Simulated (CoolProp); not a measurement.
Vapour-liquid equilibrium of sulfur dioxide (1) + toluene (2) at 355.4 K; x and y are mole fractions of (1).

Values from CoolProp's multi-fluid Helmholtz-energy mixture model, Gao 2016 and Lemmon 2006; pair parameters Bell 2016.

| x | bubble pressure, mixture model (MPa) | bubble pressure, Raoult's law (MPa) | y, mixture model | y, Raoult's law |
|---|---|---|---|---|
| 0.05 | 0.1042 | 0.1346 | 0.608 | 0.704 |
| 0.125 | 0.2127 | 0.2735 | 0.818 | 0.866 |
| 0.2 | 0.3361 | 0.4124 | (withheld) | 0.919 |
| 0.275 | 0.4699 | 0.5514 | 0.928 | 0.945 |
| 0.35 | 0.6101 | 0.6903 | 0.948 | 0.960 |
| 0.425 | 0.7532 | 0.8292 | 0.961 | 0.971 |
| 0.5 | 0.8968 | 0.9681 | (withheld) | 0.978 |
| 0.575 | 1.040 | 1.107 | 0.977 | 0.984 |
| 0.65 | 1.181 | 1.246 | 0.982 | 0.988 |
| 0.725 | 1.324 | 1.385 | 0.987 | 0.992 |
| 0.8 | 1.469 | 1.524 | 0.991 | 0.994 |
| 0.875 | (withheld) | 1.663 | 0.994 | 0.997 |
| 0.95 | 1.780 | 1.802 | (withheld) | 0.999 |

Problem. Fill in the missing entries.

Solution. 
- 0.2, y, mixture model: 0.892
- 0.5, y, mixture model: 0.970
- 0.875, bubble pressure, mixture model (MPa): 1.620
- 0.95, y, mixture model: 0.998

The largest gap from Raoult's law is -22.6 % in bubble pressure, at x = 0.05. No azeotrope shows between x = 0.05 and 0.95.

The pair parameters rest on a limited set of measurements; away from them the model extrapolates.
